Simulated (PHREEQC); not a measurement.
A solution holds 0.11 mol NiSO4, 0.044 mol NaCl and 0.00044 mol NiCl2 per kg of water, at 20 °C. It is in equilibrium with CO2 at log p = -3.5 (atm). Otherwise closed; pH follows from the charge balance.

Equilibrium calculation in PHREEQC: ion-association model, wateq4f.dat.

```
quantity                         before   after
-------------------------------  ------  ------
pH                                 5.44    7.42
ionic strength (mol/kgw)          0.284   0.287
Ni+2 (mol/kgw)                   0.0607  0.0507
NiSO4 (mol/kgw)                  0.0477  0.0419
Cl- (mol/kgw)                    0.0428  0.0432
Na+ (mol/kgw)                    0.0410  0.0705
SI of Morenosite (NiSO4:7H2O)     -1.18   -1.24
SI of Mirabilite (Na2SO4:10H2O)   -3.53   -3.04
```

Q: Which change was made?
(A) temperature from 20 to 45 °C
(B) NaCl replaced by Na2HPO4 at the same molality
(C) 0.0012 mol/kgw SrCl2 added
(D) NiCl2 replaced by MnCl2 at the same molality
(E) 0.032 mol/kgw NaOH added

A: E, 0.032 mol/kgw NaOH added

Precipitation was switched off in this run. Some of these states are supersaturated (in Ni(OH)2, Ni4(OH)6SO4, for instance). The database's nickel carbonate constants are estimates that later reviews lower a good deal.
